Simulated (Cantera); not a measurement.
Charge: 1 mol Si, 1.1 mol F2, 3.4 mol H2, 1.8 mol Cl2, equilibrated at 6.98 Torr.

Equilibrium computed with Cantera from the NASA thermochemical tables; the gas is ideal and each condensed phase is pure. Candidate condensed phases: Si; 37 gas species. The tables' values for SiCl3, SiF3, SiF2 are old estimates; treat these amounts as uncertain. The numbers say what is thermodynamically allowed, not how fast it happens. All values below are at 1198 K.

Base state: H2 0.457, HCl 0.354, SiF4 0.101, SiCl4 0.0721, SiCl3 0.00556, SiCl2 0.00379, SiHCl3 0.00251, HF 0.00123 (mole fractions); condensed: gas only.

Problem. What changes in the equilibrium state with this change: 0.14 mol O2 added?

Solution. 
```
species               before    after
-------------------  -------  -------
HCl                    0.354    0.440
H2                     0.457    0.401
SiF4                   0.101   0.0992
SiCl4                 0.0721   0.0511
SiH2Cl2              1.14e-5  4.02e-6
SiCl2                0.00379  0.00153
SiO2(β-quartz), mol        0    0.140
```
The tables' values for SiCl3, SiF3 are old estimates; treat these amounts as uncertain. The tables hold silica as quartz up to 1696 K and as liquid above; real silica turns to tridymite and cristobalite and melts near 1996 K. Further candidate phases: H2O, SiO2.
